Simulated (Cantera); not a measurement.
MgO + CO + H₂ + C (carbothermic reduction)

Feed: 1 mol MgO, 6.1 mol CO, 2.2 mol H₂, 0.85 mol C, at 0.00810 bar.

These are equilibrium values from Cantera (NASA tables, ideal gas, pure condensed phases), not measurements of a reactor. Candidate condensed phases: C, C₆H₆, C₇H₈, C₈H₁₈, H₂O, Mg, MgCO₃, MgO, Mg(OH)₂; 116 gas species. The tables' values for MgH are old estimates; treat these amounts as uncertain. Kinetics and transport are ignored.

From 852 °C to 1227 °C the condensed part is C(graphite) + MgO(s). From 1302 °C to 1752 °C the condensed part is MgO(s). At 1827 °C nothing is condensed.

| T (°C) | x CO | x H₂ | x Mg | x H | x H₂O | x CO₂ | x MgOH | x OH | n C(graphite) | n MgO(s) |
|---|---|---|---|---|---|---|---|---|---|---|
| 852 | 0.735 | 0.265 | 7.03e-10 | 2.54e-7 | 0.000101 | 0.000256 | <1e-12 | <1e-12 | 0.853 | 1.00 |
| 927 | 0.735 | 0.265 | 4.61e-8 | 1.13e-6 | 4.09e-5 | 8.27e-5 | 2.55e-12 | 1.39e-12 | 0.851 | 1.00 |
| 1002 | 0.735 | 0.265 | 1.83e-6 | 4.22e-6 | 1.84e-5 | 3.07e-5 | 3.13e-11 | 3.40e-12 | 0.850 | 1.000 |
| 1077 | 0.735 | 0.265 | 4.80e-5 | 1.36e-5 | 9.04e-6 | 1.28e-5 | 2.90e-10 | 7.55e-12 | 0.850 | 1.000 |
| 1152 | 0.735 | 0.265 | 0.000886 | 3.90e-5 | 4.78e-6 | 5.84e-6 | 2.11e-9 | 1.54e-11 | 0.843 | 0.993 |
| 1227 | 0.729 | 0.259 | 0.0122 | 9.94e-5 | 2.62e-6 | 2.86e-6 | 1.24e-8 | 2.88e-11 | 0.746 | 0.896 |
| 1302 | 0.695 | 0.220 | 0.0850 | 0.000217 | 2.03e-6 | 2.21e-6 | 5.72e-8 | 7.27e-11 | 0 | 0.150 |
| 1377 | 0.695 | 0.220 | 0.0850 | 0.000473 | 1.08e-5 | 1.07e-5 | 2.46e-7 | 1.05e-9 | 0 | 0.150 |
| 1452 | 0.695 | 0.219 | 0.0850 | 0.000966 | 4.96e-5 | 4.46e-5 | 9.31e-7 | 1.20e-8 | 0 | 0.149 |
| 1527 | 0.694 | 0.219 | 0.0852 | 0.00186 | 0.000199 | 0.000165 | 3.13e-6 | 1.12e-7 | 0 | 0.146 |
| 1602 | 0.692 | 0.217 | 0.0859 | 0.00339 | 0.000701 | 0.000544 | 9.53e-6 | 8.55e-7 | 0 | 0.137 |
| 1677 | 0.689 | 0.213 | 0.0882 | 0.00588 | 0.00218 | 0.00160 | 2.64e-5 | 5.46e-6 | 0 | 0.112 |
| 1752 | 0.680 | 0.206 | 0.0937 | 0.00970 | 0.00587 | 0.00415 | 6.70e-5 | 2.89e-5 | 0 | 0.0473 |
| 1827 | 0.674 | 0.199 | 0.0976 | 0.0154 | 0.00859 | 0.00589 | 9.16e-5 | 7.94e-5 | 0 | 0 |
x: gas mole fraction; n: condensed amount in mol.
